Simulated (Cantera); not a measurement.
Feed: 1 mol Al₂O₃, 1500 mol H₂, 0.16 mol H₂O, held at 1300 K and 0.00140 bar.

Equilibrium computed with Cantera from the NASA thermochemical tables; the gas is ideal and each condensed phase is pure. Candidate condensed phases: Al, Al₂O₃, H₂O; 19 gas species. Equilibrium is a limit: real reactors are often held back by kinetics, nucleation or transport.

Base state: H₂ 1.000, H₂O 0.000107, H 2.96e-5 (mole fractions); condensed: Al₂O₃(s).

What changes in the equilibrium state with this change: Al₂O₃ replaced by SiO₂?


| species | before | after |
|---|---|---|
| H₂ | 1.000 | 1.000 |
| H₂O | 0.000107 | 0.000119 |
| H | 2.96e-5 | 2.96e-5 |
| SiO | 0 | 1.26e-5 |
| Al₂O₃(s), mol | 1.00 | 0 |
| SiO₂(β-quartz), mol | 0 | 0.981 |
The tables hold silica as quartz up to 1696 K and as liquid above; real silica turns to tridymite and cristobalite and melts near 1996 K. Further candidate phases: Si, SiO₂.
